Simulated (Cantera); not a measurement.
Input (Python, Cantera) and output of one run.

```python
import numpy as np
import cantera as ct

gas_names = """
    B BCL BCL2 BCL3 BH BH2 BH3 BN B2 CL CL2 H HCL H2 N NH NH2 NH3 N2 N2H2 N2H4
""".split()
cond_names = """
    B(b) B(L) BN(s) NH4CL(a) NH4CL(b)
""".split()


# ... load() reads the species with a 1 bar reference pressure and builds the phases ...
atoms = {
    'BN': {'B': 1, 'N': 1},
    'HCl': {'H': 1, 'CL': 1},
}
top_T = {'BN(s)': 3200}  # K; cautious upper limits of use, not melting points


# ... equilibrate(T, P, feed) seeds the gas with the atoms and calls Mixture.equilibrate('TP', solver="vcs", rtol=1e-11, max_steps=5000) ...
results = []
P = 100000  # Pa
for T in [1300, 1400, 1500, 1600, 1700, 1800, 1900, 2000, 2100]:
    for m in [9.7, 17, 24, 32, 39, 46, 53, 61, 68]:
        feed = {'BN': 1, 'HCl': m}  # mol
        mix = equilibrate(T, P, feed)
        results.append((T, P, feed, dict(zip(mix.species_names, mix.species_moles))))

for T, P, feed, n in results:
    print(f"{T:7g} {feed['HCl']:10.4g}  " + (" + ".join(c for c in cond_names if n.get(c, 0) > 1e-12) or "gas only"))
```

Output:

```
   1300        9.7  BN(s)
   1300         17  BN(s)
   1300         24  BN(s)
   1300         32  BN(s)
   1300         39  gas only
   1300         46  gas only
   1300         53  gas only
   1300         61  gas only
   1300         68  gas only
   1400        9.7  BN(s)
   1400         17  BN(s)
   1400         24  BN(s)
   1400         32  gas only
   1400         39  gas only
   1400         46  gas only
   1400         53  gas only
   1400         61  gas only
   1400         68  gas only
   1500        9.7  BN(s)
   1500         17  BN(s)
   1500         24  gas only
   1500         32  gas only
   1500         39  gas only
   1500         46  gas only
   1500         53  gas only
   1500         61  gas only
   1500         68  gas only
   1600        9.7  BN(s)
   1600         17  gas only
   1600         24  gas only
   1600         32  gas only
   1600         39  gas only
   1600         46  gas only
   1600         53  gas only
   1600         61  gas only
   1600         68  gas only
   1700        9.7  BN(s)
   1700         17  gas only
   1700         24  gas only
   1700         32  gas only
   1700         39  gas only
   1700         46  gas only
   1700         53  gas only
   1700         61  gas only
   1700         68  gas only
   1800        9.7  BN(s)
   1800         17  gas only
   1800         24  gas only
   1800         32  gas only
   1800         39  gas only
   1800         46  gas only
   1800         53  gas only
   1800         61  gas only
   1800         68  gas only
   1900        9.7  BN(s)
   1900         17  gas only
   1900         24  gas only
   1900         32  gas only
   1900         39  gas only
   1900         46  gas only
   1900         53  gas only
   1900         61  gas only
   1900         68  gas only
   2000        9.7  BN(s)
   2000         17  gas only
   2000         24  gas only
   2000         32  gas only
   2000         39  gas only
   2000         46  gas only
   2000         53  gas only
   2000         61  gas only
   2000         68  gas only
   2100        9.7  gas only
   2100         17  gas only
   2100         24  gas only
   2100         32  gas only
   2100         39  gas only
   2100         46  gas only
   2100         53  gas only
   2100         61  gas only
   2100         68  gas only
```

Method: chemical equilibrium by Gibbs-energy minimisation in Cantera with the NASA 1993 tables (ideal gas, pure condensed phases). The tables' values for BCl2 are old estimates.
